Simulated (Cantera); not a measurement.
A closed system holds: 1 mol Si, 1.5 mol HF, a varied amount of N₂, held at 973 K and 0.100 bar.

Method: chemical equilibrium by Gibbs-energy minimisation in Cantera with the NASA 1993 tables (ideal gas, pure condensed phases). Candidate condensed phases: Si, Si₃N₄; 37 gas species. N₂ is the only nitrogen source here; it is nearly inert below about 1500 K, so the nitride shown seldom forms there in practice. Kinetics and transport are ignored.

log p: log10 of the partial pressure in bar; n: condensed amount in mol.

```json
[
 {"n(N₂) (mol)": "11", "log p N₂": "-1.04", "log p H₂": "-2.19", "log p SiF₄": "-2.50", "log p HF": "-4.87", "log p SiHF₃": "-5.69", "n Si₃N₄(s)": "0.208"},
 {"n(N₂) (mol)": "19", "log p N₂": "-1.03", "log p H₂": "(withheld)", "log p SiF₄": "(withheld)", "log p HF": "(withheld)", "log p SiHF₃": "(withheld)", "n Si₃N₄(s)": "0.208"},
 {"n(N₂) (mol)": "27", "log p N₂": "-1.02", "log p H₂": "(withheld)", "log p SiF₄": "(withheld)", "log p HF": "(withheld)", "log p SiHF₃": "(withheld)", "n Si₃N₄(s)": "0.208"},
 {"n(N₂) (mol)": "35", "log p N₂": "-1.01", "log p H₂": "-2.68", "log p SiF₄": "-2.98", "log p HF": "-5.22", "log p SiHF₃": "-6.30", "n Si₃N₄(s)": "0.208"},
 {"n(N₂) (mol)": "43", "log p N₂": "-1.01", "log p H₂": "-2.77", "log p SiF₄": "-3.07", "log p HF": "-5.29", "log p SiHF₃": "-6.41", "n Si₃N₄(s)": "0.209"},
 {"n(N₂) (mol)": "51", "log p N₂": "-1.01", "log p H₂": "-2.84", "log p SiF₄": "-3.14", "log p HF": "-5.34", "log p SiHF₃": "-6.50", "n Si₃N₄(s)": "0.209"},
 {"n(N₂) (mol)": "59", "log p N₂": "-1.01", "log p H₂": "-2.90", "log p SiF₄": "-3.20", "log p HF": "-5.39", "log p SiHF₃": "-6.58", "n Si₃N₄(s)": "0.209"},
 {"n(N₂) (mol)": "67", "log p N₂": "-1.01", "log p H₂": "-2.96", "log p SiF₄": "-3.26", "log p HF": "-5.43", "log p SiHF₃": "-6.65", "n Si₃N₄(s)": "0.209"}
]
```

### Question
Some entries are withheld; supply them.

### Answer

- 19, log p H₂: -2.42
- 19, log p SiF₄: -2.72
- 19, log p HF: -5.03
- 19, log p SiHF₃: -5.97
- 27, log p H₂: -2.57
- 27, log p SiF₄: -2.87
- 27, log p HF: -5.14
- 27, log p SiHF₃: -6.16
